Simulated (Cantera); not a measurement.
## Adiabatic ignition

An adiabatic, constant-pressure homogeneous reactor starts with H₂ : O₂ : N₂ = 1 : 0.385 : 1.45 (molar parts), equivalence ratio 1.3, at 1525 K and 10.0 bar.

Cantera simulation using GRI-Mech 3.0 (53 species, 325 reactions); the numbers are that mechanism's predictions, not measurements. The hydrogen kinetics of GRI-Mech 3.0 are dated; newer H2 mechanisms differ, most at raised pressure. Above 3000 K some thermodynamic fits are extrapolated.

```tsv
t (s)	T (K)	x H₂	x O₂	x H	x NO	x HO₂	x H₂O	x NO₂
5.00e-6	3035	0.101	0.00359	0.0242	0.000344	7.31e-6	0.272	7.30e-8
1.25e-5	3086	0.100	0.00274	0.0206	0.000911	5.63e-6	0.277	1.79e-7
3.13e-5	3082	0.101	0.00262	0.0204	0.00211	5.40e-6	0.277	4.07e-7
7.83e-5	3076	0.102	0.00245	0.0202	0.00386	5.09e-6	0.276	7.24e-7
0.000196	3074	0.103	0.00238	0.0201	0.00470	4.94e-6	0.275	8.69e-7
0.000490	3073	0.103	0.00238	0.0201	0.00474	4.93e-6	0.275	8.76e-7
0.00122	3073	0.103	0.00238	0.0201	0.00474	4.93e-6	0.275	8.76e-7
0.00306	3073	0.103	0.00238	0.0201	0.00474	4.93e-6	0.275	8.76e-7
0.00766	3073	0.103	0.00238	0.0201	0.00474	4.93e-6	0.275	8.76e-7
0.0192	3073	0.103	0.00238	0.0201	0.00474	4.93e-6	0.275	8.76e-7
0.0479	3073	0.103	0.00238	0.0201	0.00474	4.93e-6	0.275	8.76e-7
0.120	3073	0.103	0.00238	0.0201	0.00474	4.93e-6	0.275	8.76e-7
0.300	3073	0.103	0.00238	0.0201	0.00474	4.93e-6	0.275	8.76e-7
```
x: mole fraction; the columns are a selection and need not sum to one.

The time of steepest temperature rise is 1.35 µs. The temperature at 0.300 s comes out as 3073 K, the equilibrium temperature is 3073 K and the x(H₂) at 0.300 s is 0.103 (gas-phase equilibrium 0.103). The x(O₂) at 0.300 s is 0.00238 (gas-phase equilibrium 0.00238). The x(H) at 0.300 s is 0.0201 (gas-phase equilibrium 0.0201).
